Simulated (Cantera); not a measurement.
Input (Python, Cantera) and output of one run.

```python
import numpy as np
import cantera as ct

gas_names = """
    Fe H H2 H2S S SH S2 S8
""".split()
cond_names = """
    Fe(a) Fe(c) Fe(d) Fe(L) FeS(a) FeS(b) FeS(c) FeS(L) FeS2(s) S(cr1) S(cr2) S(L)
""".split()


# ... load() reads the species with a 1 bar reference pressure and builds the phases ...
atoms = {
    'FeS': {'Fe': 1, 'S': 1},
    'H2': {'H': 2},
}
top_T = {'FeS2(s)': 1010}  # K; cautious upper limits of use, not melting points


# ... equilibrate(T, P, feed) seeds the gas with the atoms and calls Mixture.equilibrate('TP', solver="vcs", rtol=1e-11, max_steps=5000) ...
results = []
T = 1948.15  # K
P = 1400  # Pa
for m in [60, 130, 190, 260, 330, 400, 460, 530, 600, 660]:
    feed = {'FeS': 1, 'H2': m}  # mol
    mix = equilibrate(T, P, feed)
    results.append((T, P, feed, dict(zip(mix.species_names, mix.species_moles))))

top = {s: max(r[3][s] / sum(r[3][g] for g in gas_names) for r in results) for s in gas_names}
cols = sorted((s for s in top if top[s] > 1e-06), key=lambda s: -top[s])[:8]
seen = [c for c in cond_names if any(r[3].get(c, 0) > 1e-12 for r in results)]
print("log10 of partial pressures in bar; condensed amounts in mol")
print(f"{'n(H2)':>10s}" + "".join(f"{s[:9]:>10s}" for s in cols + seen))
for T, P, feed, n in results:
    ng = sum(n[g] for g in gas_names)
    print(f"{feed['H2']:10.4g}" + "".join(f"{np.log10(max(n[s] / ng * P / 1e5, 1e-99)):10.3f}" for s in cols)
          + "".join(f"{n.get(c, 0):10.4g}" for c in seen))
```

Output:

```
log10 of partial pressures in bar; condensed amounts in mol
     n(H2)        H2        Fe         H       H2S        SH        S2         S     Fe(L)
        60    -1.870    -3.698    -3.881    -4.194    -4.290    -4.316    -4.807    0.1187
       130    -1.864    -3.974    -3.879    -4.434    -4.533    -4.808    -5.053         0
       190    -1.862    -4.138    -3.878    -4.562    -4.662    -5.068    -5.183         0
       260    -1.861    -4.273    -3.877    -4.673    -4.774    -5.292    -5.295         0
       330    -1.861    -4.376    -3.877    -4.761    -4.862    -5.468    -5.383         0
       400    -1.860    -4.459    -3.877    -4.833    -4.934    -5.613    -5.456         0
       460    -1.860    -4.520    -3.876    -4.886    -4.987    -5.721    -5.509         0
       530    -1.860    -4.581    -3.876    -4.941    -5.042    -5.830    -5.564         0
       600    -1.859    -4.635    -3.876    -4.989    -5.091    -5.928    -5.613         0
       660    -1.859    -4.676    -3.876    -5.027    -5.128    -6.003    -5.650         0
```

Equilibrium computed with Cantera from the NASA thermochemical tables; the gas is ideal and each condensed phase is pure.
